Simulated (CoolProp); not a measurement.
Computed with CoolProp (reference Helmholtz-energy equation of state, Span 2003). It is a short technical equation, of lower accuracy than the large ones.

Problem. For n-heptane, give the phase and the cp (kJ/(kg K)), cv (kJ/(kg K)), expansivity (1/kK), conductivity (mW/(m K)) at 267.8 K and 0.185 MPa; 538.4 K and 4.51 MPa; 456.6 K and 0.22 MPa.

Solution. 
- 267.8 K and 0.185 MPa: liquid; cp 2.14, cv 1.68, expansivity 1.18, conductivity 131
- 538.4 K and 4.51 MPa: liquid; cp 3.64, cv 2.71, expansivity 5.94, conductivity 69.2
- 456.6 K and 0.22 MPa: gas; cp 2.39, cv 2.28, expansivity 2.67, conductivity 28.8

Thermal conductivity comes from a separate model (Assael 2013).
